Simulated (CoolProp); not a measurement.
Vapour-liquid equilibrium of n-hexane (1) + hexamethyldisiloxane (MM) (2) at 64.4 kPa; x and y are mole fractions of (1).

Computed with CoolProp (multi-fluid Helmholtz-energy mixture model, Thol 2019 and Thol 2016; pair parameters Bell 2016).

Task: Give the bubble temperature and the first vapour's composition at x = 0.125, 0.35, 0.65. Is there an azeotrope?

Result: x = 0.125: 354.0 K, y = 0.246; x = 0.35: 346.5 K, y = 0.562; x = 0.65: 337.4 K, y = 0.838. No azeotrope shows between x = 0.05 and 0.95.

The pair parameters rest on a limited set of measurements; away from them the model extrapolates.
